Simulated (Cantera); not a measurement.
A perfectly stirred reactor is fed with H2 : O2 : N2 = 0.028 : 1 : 1.2 (molar parts), equivalence ratio 0.014, at 3100 Pa; it is held at 1223 K, and followed from long to short residence time.

Detailed kinetics in Cantera: the H2/O2 subset of GRI-Mech 3.0, which has no nitrogen chemistry. Radical loss at walls, strong at low pressure, is not modelled.

Q: What does this change do: pressure from 3100 Pa to 260 Pa?

A: 
```json
[
 {"quantity": "x(H2) at τ = 9.00 s", "before": "1.22e-5", "after": "7.04e-5"},
 {"quantity": "x(O2) at τ = 9.00 s", "before": "0.445", "after": "0.442"},
 {"quantity": "x(O) at τ = 9.00 s", "before": "0.000206", "after": "0.00411"},
 {"quantity": "x(H2O) at τ = 9.00 s", "before": "0.0126", "after": "0.0120"},
 {"quantity": "x(HO2) at τ = 9.00 s", "before": "2.87e-7", "after": "1.25e-7"},
 {"quantity": "x(H2) at τ = 0.190 s", "before": "0.000115", "after": "0.000454"},
 {"quantity": "x(O2) at τ = 0.190 s", "before": "0.444", "after": "0.439"},
 {"quantity": "x(O) at τ = 0.190 s", "before": "0.00223", "after": "0.00885"},
 {"quantity": "x(H2O) at τ = 0.190 s", "before": "0.0122", "after": "0.0108"},
 {"quantity": "x(HO2) at τ = 0.190 s", "before": "1.19e-6", "after": "1.86e-7"}
]
```

Q: What does this change do: temperature 1223 to 975 K?

A: 
```csv
quantity,before,after
x(H2) at τ = 9.00 s,1.22e-5,6.47e-5
x(O2) at τ = 9.00 s,0.445,0.445
x(O) at τ = 9.00 s,0.000206,7.13e-5
x(H2O) at τ = 9.00 s,0.0126,0.0126
x(HO2) at τ = 9.00 s,2.87e-7,7.75e-7
x(H2) at τ = 0.190 s,0.000115,0.000537
x(O2) at τ = 0.190 s,0.444,0.445
x(O) at τ = 0.190 s,0.00223,0.000632
x(H2O) at τ = 0.190 s,0.0122,0.0120
x(HO2) at τ = 0.190 s,1.19e-6,3.24e-6
```

Q: What does this change do: temperature 1223 to 1100 K?

A: 
| quantity | before | after |
|---|---|---|
| x(H2) at τ = 9.00 s | 1.22e-5 | 2.38e-5 |
| x(O2) at τ = 9.00 s | 0.445 | 0.445 |
| x(O) at τ = 9.00 s | 0.000206 | 0.000130 |
| x(H2O) at τ = 9.00 s | 0.0126 | 0.0126 |
| x(HO2) at τ = 9.00 s | 2.87e-7 | 4.51e-7 |
| x(H2) at τ = 0.190 s | 0.000115 | 0.000214 |
| x(O2) at τ = 0.190 s | 0.444 | 0.444 |
| x(O) at τ = 0.190 s | 0.00223 | 0.00136 |
| x(H2O) at τ = 0.190 s | 0.0122 | 0.0122 |
| x(HO2) at τ = 0.190 s | 1.19e-6 | 1.85e-6 |
